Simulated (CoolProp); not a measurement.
Properties of diethyl ether at several states (Tc = 467.9 K, pc = 3.717 MPa, ω = 0.282).

Computed with CoolProp (reference Helmholtz-energy equation of state, Thol 2014).

| T (K) | p (MPa) | phase | Z | cv (kJ/(kg K)) | fugacity coefficient |
|---|---|---|---|---|---|
| 374.8 | 0.0349 | gas | 0.9930 | 1.767 | 0.9931 |
| 456.8 | 1.98 | gas | 0.7538 | ? | 0.8046 |
| 445.9 | 0.265 | gas | 0.9707 | ? | 0.9716 |
| 287.9 | 3.14 | liquid | ? | 1.760 | 0.01682 |
| 544.7 | 0.746 | gas | 0.9596 | 2.265 | 0.9610 |

Q: Fill in the missing entries.

A: 
- 456.8, cv (kJ/(kg K)): 2.131
- 445.9, cv (kJ/(kg K)): 1.991
- 287.9, Z: 0.1344
